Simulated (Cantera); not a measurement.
# Transport properties of process gases

Gas mixture: 26.2 % H₂O, 9.66 % C₂H₄, 64.1 % CO₂, at 0.0750 Torr, frozen composition.

Cantera's kinetic-theory transport with the Lennard-Jones parameters of GRI-Mech 3.0, ideal gas; thermal conductivity in the mixture-averaged form. Polar gases are described roughly by these parameters. The composition is frozen, though it would react at the higher temperatures.

| T (K) | ρ (kg/m³) | cp (J/kg/K) | μ (µPa s) | λ (mW/m/K) | Pr | D (cm²/s) H₂O | D (cm²/s) C₂H₂ | D (cm²/s) H₂ |
|---|---|---|---|---|---|---|---|---|
| 400 | 0.000107 | 1137 | 18.1 | 28.8 | 0.717 | 2900 | 2330 | 11800 |
| 500 | 8.58e-5 | 1230 | 22.2 | 38.1 | 0.718 | 4510 | 3540 | 17300 |
| 600 | 7.15e-5 | 1311 | 26.0 | 47.5 | 0.719 | 6410 | 4930 | 23600 |
| 700 | 6.13e-5 | 1379 | 29.6 | 56.8 | 0.719 | 8590 | 6500 | 30700 |
| 800 | 5.36e-5 | 1437 | 33.0 | 66.2 | 0.717 | 11000 | 8240 | 38500 |
| 900 | 4.76e-5 | 1487 | 36.2 | 75.4 | 0.715 | 13700 | 10100 | 46900 |
| 1000 | 4.29e-5 | 1535 | 39.3 | 84.4 | 0.715 | 16600 | 12200 | 55900 |
| 1100 | 3.90e-5 | 1575 | 42.2 | 93.3 | 0.713 | 19700 | 14300 | 65600 |
D: mixture-averaged diffusion coefficient of that species in the mixture.
